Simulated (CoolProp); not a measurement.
Properties of tetrahydrofuran along the isobar 2950 kPa (Tc = 267.0 °C, pc = 5304 kPa, ω = 0.234).

The numbers come from the reference Helmholtz-energy equation of state, Fiedler 2023 in CoolProp.

| T (°C) | phase | cp (kJ/(kg K)) | isothermal compressibility (1/MPa) | fugacity coefficient |
|---|---|---|---|---|
| 123.35 | liquid | 2.129 | 0.002454 | 0.1605 |
| 136.15 | liquid | 2.191 | 0.002857 | 0.2076 |
| 148.85 | liquid | 2.257 | 0.003364 | 0.2625 |
| 161.65 | liquid | 2.328 | 0.004032 | 0.3262 |
| 174.45 | liquid | 2.406 | 0.004940 | 0.3983 |
| 187.15 | liquid | 2.497 | 0.006226 | 0.4778 |
| 199.95 | liquid | 2.610 | 0.008221 | 0.5654 |
| 212.75 | liquid | 2.765 | 0.01167 | 0.6597 |
| 238.25 | gas | 2.357 | 0.5513 | 0.7755 |
